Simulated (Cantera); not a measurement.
An isothermal, constant-pressure homogeneous reactor starts with 44.0 % CH₄, 52.8 % CO₂, 3.25 % H₂, at 1600 K and 2.57 atm.

Cantera simulation using GRI-Mech 3.0 (53 species, 325 reactions); the numbers are that mechanism's predictions, not measurements.

Q: Predict: x(CH₄) at 10.0 s; x(CO₂) at 10.0 s; x(H₂) at 10.0 s; x(C₂H₆) at 10.0 s.

A: 
| Quantity | Result |
|---|---|
| x(CH₄) at 10.0 s | 0.0198 (gas-phase equilibrium 1.27e-5) |
| x(CO₂) at 10.0 s | 0.0254 (gas-phase equilibrium 0.0127) |
| x(H₂) at 10.0 s | 0.401 (gas-phase equilibrium 0.451) |
| x(C₂H₆) at 10.0 s | 4.62e-6 (gas-phase equilibrium 1.76e-12) |
